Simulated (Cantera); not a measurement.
A Cantera script and its output.

```python
import numpy as np
import cantera as ct

gas = ct.Solution("gri30.yaml")
gas.TPX = 700, 570000, {'C2H4': 1, 'O2': 3.09, 'N2': 11.6, 'H2O': 3.9}
flame = ct.FreeFlame(gas, width=0.012)
flame.set_refine_criteria(ratio=3, slope=0.08, curve=0.16)
flame.transport_model = "mixture-averaged"
flame.solve(loglevel=0, auto=True)
flame.transport_model = "multicomponent"
flame.soret_enabled = True
flame.solve(loglevel=0, refine_grid=True)
z, T = flame.grid, flame.T
thick = (T[-1] - T[0]) / np.gradient(T, z).max()
show = ['C2H4', 'O2', 'H2O', 'H2O2', 'CO', 'NO']
print(f"laminar burning velocity  {flame.velocity[0] * 100:.3f} cm/s")
print(f"burnt temperature         {T[-1]:.1f} K")
print(f"thermal thickness         {thick * 1e3:.4f} mm")
print(f"grid points               {len(z)}")
z0 = z[flame.heat_release_rate.argmax()]
print(f"{'z/mm':>9s}{'T/K':>9s}{'u/(m/s)':>9s}" + "".join(f"{s:>11s}" for s in show))
rows = []
for k in (-3, -2, -1.5, -1, -0.5, -0.25, 0, 0.25, 0.5, 1, 2, 4, 8):
    zz = z0 + k * thick
    rows.append([k * thick, np.interp(zz, z, T), np.interp(zz, z, flame.velocity),
                 *(np.interp(zz, z, flame.X[gas.species_index(s)]) for s in show)])
    print(f"{rows[-1][0] * 1e3:9.3f}{rows[-1][1]:9.1f}{rows[-1][2]:9.3f}" + "".join(f"{x:11.3e}" for x in rows[-1][3:]))
```

Result:

```
laminar burning velocity  132.928 cm/s
burnt temperature         2302.5 K
thermal thickness         0.0785 mm
grid points               134
     z/mm      T/K  u/(m/s)       C2H4         O2        H2O       H2O2         CO         NO
   -0.236    700.2    1.330  5.103e-02  1.577e-01  1.990e-01  2.794e-07  6.500e-06  3.333e-11
   -0.157    701.4    1.333  5.099e-02  1.575e-01  1.989e-01  1.920e-06  4.488e-05  2.338e-10
   -0.118    705.3    1.342  5.093e-02  1.572e-01  1.987e-01  7.733e-06  1.825e-04  9.874e-10
   -0.079    729.6    1.390  5.049e-02  1.556e-01  1.991e-01  4.614e-05  1.125e-03  6.983e-09
   -0.039    931.7    1.790  4.391e-02  1.391e-01  2.087e-01  3.323e-04  1.072e-02  1.478e-07
   -0.020   1260.9    2.451  2.741e-02  1.076e-01  2.300e-01  3.506e-04  2.950e-02  7.618e-07
    0.000   1631.6    3.212  7.411e-03  6.840e-02  2.560e-01  1.385e-05  5.064e-02  2.234e-06
    0.020   1856.7    3.659  6.250e-04  4.261e-02  2.700e-01  2.666e-06  5.239e-02  4.989e-06
    0.039   1964.7    3.850  2.070e-05  3.017e-02  2.746e-01  1.739e-06  4.156e-02  7.974e-06
    0.079   2073.9    4.026  1.732e-08  2.070e-02  2.782e-01  1.201e-06  2.554e-02  1.180e-05
    0.157   2171.2    4.185  2.382e-13  1.469e-02  2.838e-01  7.806e-07  1.563e-02  1.595e-05
    0.314   2238.5    4.295  2.267e-15  1.095e-02  2.894e-01  5.024e-07  1.072e-02  2.092e-05
    0.628   2277.1    4.358  9.638e-17  8.749e-03  2.929e-01  3.542e-07  7.787e-03  2.739e-05
```

Detailed kinetics in Cantera: GRI-Mech 3.0 (53 species, 325 reactions). GRI-Mech 3.0 was tuned for natural gas; its chemistry of ethylene as a main component is partial and can be far from experiment. Burning velocities carry a grid error of a few per cent, more on coarse grids.
